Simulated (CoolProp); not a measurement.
R1123 along the isobar 14.5 bar: Z from the reference equation and from simpler models built on Tc = 58.6 °C, pc = 45.49 bar, ω = 0.243; each cubic takes its own stable root.

The numbers come from the reference Helmholtz-energy equation of state, Akasaka 2020 in CoolProp.

```json
[
 {"T (°C)": "-29.75", "phase": "liquid", "reference": "0.04724", "van der Waals": "0.07820", "Soave-Redlich-Kwong": "0.05209"},
 {"T (°C)": "-17.25", "phase": "liquid", "reference": "(withheld)", "van der Waals": "0.7816", "Soave-Redlich-Kwong": "0.05182"},
 {"T (°C)": "-4.85", "phase": "liquid", "reference": "0.04647", "van der Waals": "0.8112", "Soave-Redlich-Kwong": "0.05214"},
 {"T (°C)": "7.65", "phase": "liquid", "reference": "0.04677", "van der Waals": "(withheld)", "Soave-Redlich-Kwong": "(withheld)"},
 {"T (°C)": "20.05", "phase": "gas", "reference": "(withheld)", "van der Waals": "0.8542", "Soave-Redlich-Kwong": "0.8114"},
 {"T (°C)": "32.55", "phase": "gas", "reference": "0.8330", "van der Waals": "0.8703", "Soave-Redlich-Kwong": "(withheld)"},
 {"T (°C)": "44.95", "phase": "gas", "reference": "0.8577", "van der Waals": "0.8839", "Soave-Redlich-Kwong": "(withheld)"},
 {"T (°C)": "57.45", "phase": "gas", "reference": "0.8776", "van der Waals": "0.8955", "Soave-Redlich-Kwong": "0.8811"},
 {"T (°C)": "69.85", "phase": "gas", "reference": "0.8937", "van der Waals": "0.9055", "Soave-Redlich-Kwong": "0.8966"},
 {"T (°C)": "82.35", "phase": "gas", "reference": "0.9073", "van der Waals": "0.9143", "Soave-Redlich-Kwong": "0.9098"},
 {"T (°C)": "94.75", "phase": "gas", "reference": "0.9186", "van der Waals": "0.9220", "Soave-Redlich-Kwong": "0.9210"},
 {"T (°C)": "107.25", "phase": "gas", "reference": "0.9283", "van der Waals": "(withheld)", "Soave-Redlich-Kwong": "0.9307"}
]
```

Q: Some entries are withheld; supply them.

A: 
- -17.25, reference: 0.04667
- 7.65, van der Waals: 0.8350
- 7.65, Soave-Redlich-Kwong: 0.05330
- 20.05, reference: 0.8006
- 32.55, Soave-Redlich-Kwong: 0.8397
- 44.95, Soave-Redlich-Kwong: 0.8623
- 107.25, van der Waals: 0.9288

At some of these states van der Waals gives the other phase, because its saturation line lies elsewhere.
